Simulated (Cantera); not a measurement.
Feed: 1 mol Zr, 4.2 mol O2, at 255 Torr.

Equilibrium computed with Cantera from the NASA thermochemical tables; the gas is ideal and each condensed phase is pure. Candidate condensed phases: Zr, ZrO2; 6 gas species. Kinetics and transport are ignored.

Which condensed phases are stable at each of these points (T (°C)): 527, 602, 677, 752, 827, 902, 977, 1052, 1127, 1202, 1277, 1352, 1427?


| T (°C) | condensed phases | Zr condensed (%) |
|---|---|---|
| 527 | ZrO2(monoclinic) | 100.0 |
| 602 | ZrO2(monoclinic) | 100.0 |
| 677 | ZrO2(monoclinic) | 100.0 |
| 752 | ZrO2(monoclinic) | 100.0 |
| 827 | ZrO2(monoclinic) | 100.0 |
| 902 | ZrO2(monoclinic) | 100.0 |
| 977 | ZrO2(monoclinic) | 100.0 |
| 1052 | ZrO2(monoclinic) | 100.0 |
| 1127 | ZrO2(monoclinic) | 100.0 |
| 1202 | ZrO2(monoclinic) | 100.0 |
| 1277 | ZrO2(tetragonal) | 100.0 |
| 1352 | ZrO2(tetragonal) | 100.0 |
| 1427 | ZrO2(tetragonal) | 100.0 |

From 527 °C to 1202 °C the condensed part is ZrO2(monoclinic). From 1277 °C to 1427 °C the condensed part is ZrO2(tetragonal).
